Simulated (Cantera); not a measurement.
Feed: 1 mol SiCl₄, 3.1 mol HCl, 14 mol H₂, equilibrated at 852 °C and 10000 Pa.

These are equilibrium values from Cantera (NASA tables, ideal gas, pure condensed phases), not measurements of a reactor. Candidate condensed phases: Si; 19 gas species. The tables' values for SiCl₃ are old estimates; treat these amounts as uncertain. Kinetics and transport are ignored.

Base state: H₂ 0.768, HCl 0.176, SiCl₄ 0.0501, SiHCl₃ 0.00379, SiCl₃ 0.000990, SiCl₂ 0.000241, SiH₂Cl₂ 3.52e-5 (mole fractions); condensed: gas only.

Problem. What changes in the equilibrium state with this change: temperature from 852 °C to 1177 °C?

Solution. 
```csv
species,before,after
H₂,0.768,0.708
HCl,0.176,0.238
SiCl₂,0.000241,0.0303
SiCl₄,0.0501,0.0107
H,1.23e-7,2.52e-5
SiCl₃,0.000990,0.00943
```
